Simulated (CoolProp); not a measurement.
Ethylene along the isobar 38 bar: density (kg/m³) from the reference equation and from simpler models built on Tc = 282.4 K, pc = 50.42 bar, ω = 0.087; each cubic takes its own stable root.

Model: reference Helmholtz-energy equation of state, Smukala 2000, in CoolProp.

```
T (K)   phase  reference  van der Waals  Peng-Robinson
-----  ------  ---------  -------------  -------------
223.6  liquid      486.8          323.2          520.2
246.2  liquid      439.8          289.6          455.4
268.9  liquid      362.8          75.74          344.1
291.5     gas      61.49          59.74          63.52
314.2     gas      51.40          51.23          52.84
336.8     gas      45.15          45.47          46.20
359.4     gas      40.65          41.15          41.44
382.1     gas      37.16          37.71          37.77
404.7     gas      34.35          34.91          34.82
427.4     gas      32.00          32.54          32.38
450       gas      30.01          30.52          30.31
```

At some of these states van der Waals gives the other phase, because its saturation line lies elsewhere.
